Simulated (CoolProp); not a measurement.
Vapour-liquid equilibrium of carbon dioxide (1) + R143a (2) at 275.6 K; x and y are mole fractions of (1).

The numbers come from the multi-fluid Helmholtz-energy mixture model, Span 1996 and Lemmon and Jacobsen 2000; pair parameters Bell 2016 in CoolProp.

| x | bubble pressure (bar) | y at the bubble point | dew pressure at overall composition x (bar) | liquid density (mol/L) |
|---|---|---|---|---|
| 0.05 | 7.817 | 0.163 | 6.994 | 12.37 |
| 0.125 | 9.762 | 0.358 | 7.518 | 12.80 |
| 0.2 | 11.94 | 0.501 | 8.123 | 13.25 |
| 0.275 | 14.25 | 0.606 | 8.829 | 13.72 |
| 0.35 | 16.64 | 0.684 | 9.666 | 14.21 |
| 0.425 | 19.03 | 0.743 | 10.68 | 14.74 |
| 0.5 | 21.39 | 0.790 | 11.92 | 15.30 |
| 0.575 | 23.71 | 0.829 | 13.48 | 15.89 |
| 0.65 | 26.00 | 0.862 | 15.51 | 16.54 |
| 0.725 | 28.28 | 0.892 | 18.23 | 17.25 |
| 0.8 | 30.58 | 0.921 | 21.96 | 18.04 |
| 0.875 | 32.96 | 0.949 | 26.97 | 18.93 |
| 0.95 | 35.44 | 0.979 | 33.02 | 19.95 |

No azeotrope shows between x = 0.05 and 0.95.

Pair parameters are fitted to limited data, so mixtures are less certain than the pure fluids.
